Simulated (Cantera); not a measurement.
Input (Python, Cantera) and output of one run.

```python
import numpy as np
import cantera as ct

gas_names = """
    CL CL2 H HCL H2 Si SiCL SiCL2 SiCL3 SiCL4 SiH SiHCL3 SiH2 SiH2CL2 SiH3 SiH3CL SiH4 Si2 Si3
""".split()
cond_names = """
    Si(cr) Si(L)
""".split()


def load(file, names, dense=False):
    # The tables refer to 1 bar. Condensed volumes are neglected.
    table = {s.name: s for s in ct.Species.list_from_file(file)}
    out = []
    for n in names:
        d = dict(table[n].input_data)
        d["thermo"] = dict(d["thermo"], **{"reference-pressure": 1e5})
        if dense:
            d["equation-of-state"] = {"model": "constant-volume", "density": "1e6 g/cm^3"}
        out.append(ct.Species.from_dict(d))
    return out


gas = ct.Solution(thermo="ideal-gas", species=load("nasa_gas.yaml", gas_names))
cond = {s.name: ct.Solution(thermo="fixed-stoichiometry", species=[s], name=s.name)
        for s in load("nasa_condensed.yaml", cond_names, dense=True)}
atoms = {
    'SiHCl3': {'Si': 1, 'H': 1, 'CL': 3},
    'Cl2': {'CL': 2},
    'H2': {'H': 2},
}
top_T = {}  # K; cautious upper limits of use, not melting points


def equilibrate(T, P, feed):
    n = {}
    for name, mol in feed.items():
        for a, k in atoms[name].items():
            n[a] = n.get(a, 0.0) + k * mol
    gas.TPX = T, P, n
    mass = sum(n.values()) * gas.mean_molecular_weight
    gas.equilibrate("TP")
    valid = [c for c in cond.values() if c.min_temp <= T <= top_T.get(c.name, c.max_temp)]
    mix = ct.Mixture([(gas, mass / gas.mean_molecular_weight)] + [(c, 0.0) for c in valid])
    mix.T, mix.P = T, P
    mix.equilibrate("TP", solver="vcs", rtol=1e-11, max_steps=5000)
    return mix


results = []
feed = {'SiHCl3': 1, 'Cl2': 0.93, 'H2': 57}  # mol
P = 133.322  # Pa
for T in [800, 825, 850, 875, 900, 925, 950, 975, 1000, 1025, 1050, 1075]:
    mix = equilibrate(T, P, feed)
    results.append((T, P, feed, dict(zip(mix.species_names, mix.species_moles))))

top = {s: max(r[3][s] / sum(r[3][g] for g in gas_names) for r in results) for s in gas_names}
cols = sorted((s for s in top if top[s] > 0.001), key=lambda s: -top[s])[:5]
seen = [c for c in cond_names if any(r[3].get(c, 0) > 1e-12 for r in results)]
print("log10 of partial pressures in bar; condensed amounts in mol")
print(f"{'T/K':>10s}" + "".join(f"{s[:9]:>10s}" for s in cols + seen))
for T, P, feed, n in results:
    ng = sum(n[g] for g in gas_names)
    print(f"{T:10.4g}" + "".join(f"{np.log10(max(n[s] / ng * P / 1e5, 1e-99)):10.3f}" for s in cols)
          + "".join(f"{n.get(c, 0):10.4g}" for c in seen))
```

Result:

```
log10 of partial pressures in bar; condensed amounts in mol
       T/K        H2       HCL     SiCL4     SiCL2    SiHCL3    Si(cr)
       800    -2.889    -4.684    -4.670    -8.552    -5.919         0
       825    -2.890    -4.675    -4.678    -7.982    -5.801         0
       850    -2.890    -4.664    -4.689    -7.454    -5.695         0
       875    -2.890    -4.650    -4.703    -6.969    -5.604         0
       900    -2.890    -4.630    -4.722    -6.529    -5.529         0
       925    -2.891    -4.599    -4.748    -6.147    -5.480  0.003503
       950    -2.893    -4.505    -4.791    -5.934    -5.517   0.06176
       975    -2.894    -4.421    -4.848    -5.740    -5.564    0.1233
      1000    -2.896    -4.346    -4.921    -5.565    -5.623    0.1854
      1025    -2.898    -4.280    -5.014    -5.410    -5.698    0.2443
      1050    -2.900    -4.225    -5.132    -5.279    -5.791    0.2963
      1075    -2.902    -4.182    -5.279    -5.170    -5.905    0.3383
```

Method: chemical equilibrium by Gibbs-energy minimisation in Cantera with the NASA 1993 tables (ideal gas, pure condensed phases). The tables' values for SiCl3 are old estimates; treat these amounts as uncertain.
